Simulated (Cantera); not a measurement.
Input: 1 mol acetone, 1.6 mol O2, equilibrated at 7.50 Torr.

Cantera equilibrium calculation (NASA polynomials, part measured and part estimated; ideal gas, pure solids and liquids). Candidate condensed phases: C, C6H6, C7H8, C8H18, H2O; 110 gas species. The feed counts by its element totals alone. The numbers say what is thermodynamically allowed, not how fast it happens.

At 2352 °C, list the 7 most abundant gas species with their mole fractions, and the condensed phases.

CO 0.407, H2 0.221, H 0.200, H2O 0.105, CO2 0.0295, OH 0.0224, O 0.0131. Condensed: gas only.
